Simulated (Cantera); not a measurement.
Ammonia decomposition in nitride growth gas

An isothermal, constant-pressure homogeneous reactor starts with 7.98 % NH3, 92.0 % H2, at 2125 K and 285 Torr.

Model: the gas-phase N/H chemistry of the illustrative SiF4/NH3 mechanism in the Surface Chemkin manual (1991), integrated in Cantera. Walls and surfaces, which speed up NH3 decomposition in real reactors, are not modelled.

| t (s) | x NH3 | x H2 | x N2H2 | x N2 | x H | x NH2 |
|---|---|---|---|---|---|---|
| 0.000300 | 0.0796 | 0.920 | 4.78e-8 | 6.13e-6 | 0.000595 | 0.000156 |
| 0.000854 | 0.0789 | 0.919 | 3.94e-7 | 0.000213 | 0.00133 | 0.000346 |
| 0.00243 | 0.0753 | 0.921 | 5.65e-7 | 0.00182 | 0.00158 | 0.000391 |
| 0.00693 | 0.0657 | 0.926 | 4.86e-7 | 0.00631 | 0.00166 | 0.000357 |
| 0.0197 | 0.0445 | 0.937 | 3.19e-7 | 0.0161 | 0.00192 | 0.000276 |
| 0.0562 | 0.0145 | 0.952 | 9.59e-8 | 0.0301 | 0.00287 | 0.000132 |
| 0.160 | 0.000859 | 0.957 | 2.03e-9 | 0.0364 | 0.00559 | 1.52e-5 |
| 0.456 | 0.000137 | 0.957 | 5.68e-11 | 0.0368 | 0.00580 | 2.51e-6 |
| 1.30 | 3.98e-5 | 0.957 | 4.89e-12 | 0.0368 | 0.00580 | 7.31e-7 |
| 3.70 | 1.32e-5 | 0.957 | <1e-12 | 0.0368 | 0.00580 | 2.42e-7 |
| 10.5 | 4.63e-6 | 0.957 | <1e-12 | 0.0368 | 0.00580 | 8.49e-8 |
| 30.0 | 1.84e-6 | 0.957 | <1e-12 | 0.0368 | 0.00580 | 3.38e-8 |
x: mole fraction; the columns are a selection and need not sum to one.

Equilibrium at this temperature and pressure: NH3 1.13e-6, H2 0.957, N2H2 <1e-12, N2 0.0368, H 0.00580, NH2 2.07e-8 (gas phase only).
